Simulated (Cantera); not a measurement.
A closed system holds: 1 mol SiH4, a varied amount of N2, equilibrated at 0.100 bar.

Method: chemical equilibrium by Gibbs-energy minimisation in Cantera with the NASA 1993 tables (ideal gas, pure condensed phases). Candidate condensed phases: Si, Si3N4; 18 gas species. N2 is the only nitrogen source here; it is nearly inert below about 1500 K, so the nitride shown seldom forms there in practice. Mutual solubility and eutectic melting of coexisting phases are not modelled. Rates play no part.

Q: What condenses at these points (T in K, n(N2) in mol): (1875, 1.4); (1950, 3.5); (1425, 17); (1950, 1.4); (1650, 1.4); (1425, 31)?

A: 
```tsv
T (K)	n(N2) in mol	condensed phases	Si condensed (%)
1875	1.4	Si + Si3N4	100.0
1950	3.5	Si	99.8
1425	17	Si3N4	100.0
1950	1.4	Si	99.9
1650	1.4	Si3N4	100.0
1425	31	Si3N4	100.0
```
